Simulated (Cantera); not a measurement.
Feed: 1 mol MgSO4, 0.13 mol H2, at 1.00 Torr.

These are equilibrium values from Cantera (NASA tables, ideal gas, pure condensed phases), not measurements of a reactor. Candidate condensed phases: H2O, H2SO4, Mg, MgO, Mg(OH)2, MgS, MgSO4, S; 26 gas species. Kinetics and transport are ignored.

Task: Which condensed phases are stable at each of these points (T (°C)): 427, 477, 527, 577, 627, 677, 727, 777, 827, 877, 927, 977, 1027, 1077?

Result: 
| T (°C) | condensed phases | Mg condensed (%) |
|---|---|---|
| 427 | MgO(s) + MgSO4(s) | 100.0 |
| 477 | MgO(s) + MgSO4(s) | 100.0 |
| 527 | MgO(s) + MgSO4(s) | 100.0 |
| 577 | MgO(s) + MgSO4(s) | 100.0 |
| 627 | MgO(s) + MgSO4(s) | 100.0 |
| 677 | MgO(s) + MgSO4(s) | 100.0 |
| 727 | MgO(s) + MgSO4(s) | 100.0 |
| 777 | MgO(s) | 100.0 |
| 827 | MgO(s) | 100.0 |
| 877 | MgO(s) | 100.0 |
| 927 | MgO(s) | 100.0 |
| 977 | MgO(s) | 100.0 |
| 1027 | MgO(s) | 100.0 |
| 1077 | MgO(s) | 100.0 |

From 427 °C to 727 °C the condensed part is MgO(s) + MgSO4(s). From 777 °C to 1077 °C the condensed part is MgO(s).
